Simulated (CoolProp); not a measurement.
A Linde-Hampson liquefier for carbon monoxide: isothermal reversible compression at 200 K from 1 atm to 25 MPa, throttling to 1 atm, return gas leaving the recuperator 2 K below the feed. Each further row changes one setting.

Values from CoolProp's reference Helmholtz-energy equation of state, Lemmon 2006. It is a short technical equation, of lower accuracy than the large ones.

```json
[
 {"case": "as stated", "liquid yield per pass": "0.269", "compression work (kJ/kg of gas)": "305"},
 {"case": "high pressure 50 MPa", "liquid yield per pass": "0.264", "compression work (kJ/kg of gas)": "353"},
 {"case": "warm-end temperature 230 K", "liquid yield per pass": "(withheld)", "compression work (kJ/kg of gas)": "(withheld)"},
 {"case": "warm-end gap 7 K", "liquid yield per pass": "(withheld)", "compression work (kJ/kg of gas)": "305"}
]
```

Problem. Fill in the missing entries.

Solution. 
- warm-end temperature 230 K, liquid yield per pass: 0.192
- warm-end temperature 230 K, compression work (kJ/kg of gas): 363
- warm-end gap 7 K, liquid yield per pass: 0.258
